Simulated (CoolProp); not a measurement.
A single-stage vapour-compression cycle with R245ca: evaporating at 308.15 K (dew point), condensing at 328.15 K (bubble point), superheat 10 K, subcooling 0 K, compressor efficiency 0.9, no pressure losses. Each further row changes one setting.

The numbers come from the reference Helmholtz-energy equation of state, Zhou 2016 in CoolProp.

```csv
case,cooling COP,pressure ratio,discharge temperature (K),refrigerating effect (kJ/kg),volumetric capacity (kJ/m³)
as stated,12.8,1.94,335.3,180,1390
evaporating temperature 313.15 K,17.8,1.63,335.9,184,1680
condensing temperature 323.15 K,17.5,1.66,331.2,187,1440
subcooling 5 K,13.3,1.94,335.3,187,1440
superheat 20 K,13.0,1.94,345.3,189,1410
compressor efficiency 0.8,11.4,1.94,337.1,180,1390
```
